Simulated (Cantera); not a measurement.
Mixture: 12.4 % CH4, 2.37 % H2, 15.7 % O2, 69.5 % N2, at 35.5 atm, adiabatic and at constant volume. Ignition delay is the time to a rise of 400 K.

Computed with Cantera and GRI-Mech 3.0 (53 species, 325 reactions). The pressure lies above the range GRI-Mech 3.0 was tuned for (to about 10 atm).

Q: Predict: delay at 1100 K; delay at 1200 K; delay at 1300 K; delay at 1400 K; delay at 1500 K; delay at 1600 K; delay at 1700 K; apparent activation energy between 1500 and 1700 K.

A: 
* **delay at 1100 K**: 0.960 ms
* **delay at 1200 K**: 0.273 ms
* **delay at 1300 K**: 0.115 ms
* **delay at 1400 K**: 57.4 µs
* **delay at 1500 K**: 30.0 µs
* **delay at 1600 K**: 15.8 µs
* **delay at 1700 K**: 8.36 µs
* **apparent activation energy between 1500 and 1700 K**: 140 kJ/mol
